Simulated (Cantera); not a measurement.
An isothermal, constant-pressure homogeneous reactor starts with NH3 : N2 = 1 : 1.7 (molar parts), at 1750 K and 0.390 bar. Integrator tolerance rtol = 1e-08.

Computed with Cantera and the gas-phase N/H chemistry of the illustrative SiF4/NH3 mechanism in the Surface Chemkin manual (1991). Walls and surfaces, which speed up NH3 decomposition in real reactors, are not modelled.

Question: What does this change do: temperature 1750 to 1898 K?

Answer: 
```
quantity                                             before                                     after
-----------------  ----------------------------------------  ----------------------------------------
x(NH3) at 10.0 s     0.0125 (gas-phase equilibrium 2.50e-6)  0.000136 (gas-phase equilibrium 1.85e-6)
x(N2H4) at 10.0 s   4.10e-10 (gas-phase equilibrium <1e-12)     <1e-12 (gas-phase equilibrium <1e-12)
x(N) at 10.0 s     4.15e-8 (gas-phase equilibrium 1.80e-11)  1.72e-8 (gas-phase equilibrium 2.35e-10)
x(N2H2) at 10.0 s    5.99e-9 (gas-phase equilibrium <1e-12)   1.23e-11 (gas-phase equilibrium <1e-12)
x(N2) at 10.0 s         0.596 (gas-phase equilibrium 0.595)       0.594 (gas-phase equilibrium 0.594)
x(NH2) at 10.0 s    1.48e-5 (gas-phase equilibrium 3.83e-9)   7.53e-7 (gas-phase equilibrium 1.03e-8)
x(H2) at 10.0 s         0.392 (gas-phase equilibrium 0.405)       0.405 (gas-phase equilibrium 0.405)
```

Question: What does this change do: temperature 1750 to 2275 K?

Answer: 
```
quantity                                             before                                      after
-----------------  ----------------------------------------  -----------------------------------------
x(NH3) at 10.0 s     0.0125 (gas-phase equilibrium 2.50e-6)    1.02e-6 (gas-phase equilibrium 1.02e-6)
x(N2H4) at 10.0 s   4.10e-10 (gas-phase equilibrium <1e-12)      <1e-12 (gas-phase equilibrium <1e-12)
x(N) at 10.0 s     4.15e-8 (gas-phase equilibrium 1.80e-11)    3.63e-8 (gas-phase equilibrium 3.63e-8)
x(N2H2) at 10.0 s    5.99e-9 (gas-phase equilibrium <1e-12)  1.27e-12 (gas-phase equilibrium 1.27e-12)
x(N2) at 10.0 s         0.596 (gas-phase equilibrium 0.595)        0.592 (gas-phase equilibrium 0.592)
x(NH2) at 10.0 s    1.48e-5 (gas-phase equilibrium 3.83e-9)    6.97e-8 (gas-phase equilibrium 6.97e-8)
x(H2) at 10.0 s         0.392 (gas-phase equilibrium 0.405)        0.399 (gas-phase equilibrium 0.399)
```

Question: What does this change do: temperature 1750 to 1700 K?

Answer: 
```json
[
 {"quantity": "x(NH3) at 10.0 s", "before": "0.0125 (gas-phase equilibrium 2.50e-6)", "after": "0.0445 (gas-phase equilibrium 2.80e-6)"},
 {"quantity": "x(N2H4) at 10.0 s", "before": "4.10e-10 (gas-phase equilibrium <1e-12)", "after": "2.58e-9 (gas-phase equilibrium <1e-12)"},
 {"quantity": "x(N) at 10.0 s", "before": "4.15e-8 (gas-phase equilibrium 1.80e-11)", "after": "3.19e-8 (gas-phase equilibrium 6.84e-12)"},
 {"quantity": "x(N2H2) at 10.0 s", "before": "5.99e-9 (gas-phase equilibrium <1e-12)", "after": "2.50e-8 (gas-phase equilibrium <1e-12)"},
 {"quantity": "x(N2) at 10.0 s", "before": "0.596 (gas-phase equilibrium 0.595)", "after": "0.599 (gas-phase equilibrium 0.595)"},
 {"quantity": "x(NH2) at 10.0 s", "before": "1.48e-5 (gas-phase equilibrium 3.83e-9)", "after": "2.82e-5 (gas-phase equilibrium 2.64e-9)"},
 {"quantity": "x(H2) at 10.0 s", "before": "0.392 (gas-phase equilibrium 0.405)", "after": "0.357 (gas-phase equilibrium 0.405)"}
]
```
